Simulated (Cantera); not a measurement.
A perfectly stirred reactor is fed with CH4 : C2H6 : O2 : N2 = 1 : 0.27 : 6.14 : 23.1 (molar parts), at 1.60 bar; it is adiabatic with a 325 K inlet, and is followed from long to short residence time, starting on the burning branch (τ in s: 0.052, 0.024, 0.011, 0.0053, 0.0025, 0.0012, 0.00054, 0.00025, 0.00012, 5.5e-05, 2.6e-05, 1.2e-05, 5.6e-06).

Detailed kinetics in Cantera: GRI-Mech 3.0 (53 species, 325 reactions).

**Question.** What does this change do: pressure from 1.60 bar to 0.340 bar?

**Answer.** 
| quantity | before | after |
|---|---|---|
| blow-out, bracketed by the residence times tried | burning at 2.50 ms, out at 1.20 ms | burning at 2.50 ms, out at 1.20 ms |
| x(CH4) at τ = 52.0 ms | 3.25e-5 | 4.18e-5 |
| x(C2H6) at τ = 52.0 ms | 2.34e-6 | 2.89e-6 |
| x(O2) at τ = 52.0 ms | 0.105 | 0.104 |
| x(C2H) at τ = 52.0 ms | 8.44e-11 | 8.02e-11 |
| x(CH2CO) at τ = 52.0 ms | 3.83e-6 | 2.86e-6 |
| x(CH4) at τ = 0.540 ms | 0.0328 | 0.0328 |
| x(C2H6) at τ = 0.540 ms | 0.00885 | 0.00885 |
| x(O2) at τ = 0.540 ms | 0.201 | 0.201 |
| x(C2H) at τ = 0.540 ms | <1e-12 | <1e-12 |
| x(CH2CO) at τ = 0.540 ms | <1e-12 | <1e-12 |
